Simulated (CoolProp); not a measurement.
A single-stage vapour-compression cycle with hexamethyldisiloxane (MM): evaporating at 325.15 K (dew point), condensing at 370.15 K (bubble point), superheat 8 K, subcooling 5 K, compressor efficiency 0.75, no pressure losses. Each further row changes one setting.

Values from CoolProp's reference Helmholtz-energy equation of state, Thol 2016.

| case | cooling COP | pressure ratio | discharge temperature (K) | refrigerating effect (kJ/kg) | volumetric capacity (kJ/m³) |
|---|---|---|---|---|---|
| as stated | ___ | 4.79 | 370.1 | 148 | 168 |
| evaporating temperature 330.15 K | ___ | ___ | 370.1 | ___ | 214 |
| condensing temperature 365.15 K | 5.08 | 4.12 | 365.2 | 158 | 180 |
| subcooling 10 K | ___ | 4.79 | 370.1 | 158 | 180 |
| superheat 18 K | 4.53 | 4.79 | 370.1 | 164 | ___ |
| compressor efficiency 0.65 | ___ | 4.79 | 370.1 | 148 | 168 |

### Question
Some entries are withheld; supply them.

### Answer

- as stated, cooling COP: 4.33
- evaporating temperature 330.15 K, cooling COP: 5.14
- evaporating temperature 330.15 K, pressure ratio: 3.92
- evaporating temperature 330.15 K, refrigerating effect (kJ/kg): 156
- subcooling 10 K, cooling COP: 4.63
- superheat 18 K, volumetric capacity (kJ/m³): 181
- compressor efficiency 0.65, cooling COP: 3.75

The compression ends wet for: as stated; evaporating temperature 330.15 K; condensing temperature 365.15 K; subcooling 10 K; superheat 18 K; compressor efficiency 0.65.
